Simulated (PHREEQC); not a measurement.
Make-up at 79 °C: 100 mmol/kgw HNO3, 0.035 mmol/kgw CuSO4 and 5.6 mmol/kgw MnSO4. Closed to the air; pH follows from the charge balance.

Model: ion-association model, phreeqc.dat, run in PHREEQC.

Precipitation was switched off in this run.

Question: Predict the pH, specific conductance, ionic strength.

Answer: pH 1.12; specific conductance 82600 µS/cm; ionic strength 0.112 mol/kgw.

Question: In which forms is Mn present?

Answer: Mn+2 98 %, MnSO4 1.9 %, Mn(NO3)2 0.6 % of the Mn.

At this temperature some constants are extrapolated from 25 °C, and those without enthalpy data are left unchanged.
